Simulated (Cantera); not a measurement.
# NO annealing gas

An isothermal, constant-pressure homogeneous reactor starts with NO : N₂ = 1 : 5.8 (molar parts), at 2075 K and 1.00 bar.

Computed with Cantera and GRI-Mech 3.0 (53 species, 325 reactions).

| t (s) | x NO | x O | x N₂O | x N₂ | x NO₂ | x O₂ |
|---|---|---|---|---|---|---|
| 6.00e-6 | 0.147 | 2.50e-7 | 2.52e-7 | 0.853 | 7.92e-9 | 2.39e-10 |
| 1.64e-5 | 0.147 | 6.66e-7 | 6.76e-7 | 0.853 | 5.31e-8 | 1.76e-9 |
| 4.50e-5 | 0.147 | 1.76e-6 | 1.75e-6 | 0.853 | 3.08e-7 | 1.29e-8 |
| 0.000123 | 0.147 | 4.87e-6 | 4.17e-6 | 0.853 | 1.42e-6 | 1.00e-7 |
| 0.000337 | 0.147 | 1.48e-5 | 8.02e-6 | 0.853 | 5.37e-6 | 9.47e-7 |
| 0.000924 | 0.147 | 4.13e-5 | 1.07e-5 | 0.853 | 1.61e-5 | 1.11e-5 |
| 0.00253 | 0.147 | 6.53e-5 | 1.09e-5 | 0.853 | 2.57e-5 | 9.08e-5 |
| 0.00693 | 0.146 | 6.96e-5 | 1.08e-5 | 0.853 | 2.74e-5 | 0.000365 |
| 0.0190 | 0.145 | 7.66e-5 | 1.05e-5 | 0.854 | 3.00e-5 | 0.00113 |
| 0.0520 | 0.140 | 9.35e-5 | 9.88e-6 | 0.856 | 3.58e-5 | 0.00327 |
| 0.142 | 0.128 | 0.000129 | 8.22e-6 | 0.862 | 4.59e-5 | 0.00929 |
| 0.390 | 0.0973 | 0.000192 | 4.77e-6 | 0.878 | 5.25e-5 | 0.0247 |
| 1.07 | 0.0440 | 0.000268 | 1.20e-6 | 0.904 | 3.34e-5 | 0.0513 |
| 2.92 | 0.0101 | 0.000307 | 3.82e-7 | 0.921 | 8.76e-6 | 0.0683 |
| 8.00 | 0.00590 | 0.000311 | 3.56e-7 | 0.923 | 5.22e-6 | 0.0704 |
x: mole fraction; the columns are a selection and need not sum to one.

Equilibrium at this temperature and pressure: NO 0.00588, O 0.000311, N₂O 3.56e-7, N₂ 0.923, NO₂ 5.19e-6, O₂ 0.0704 (gas phase only).
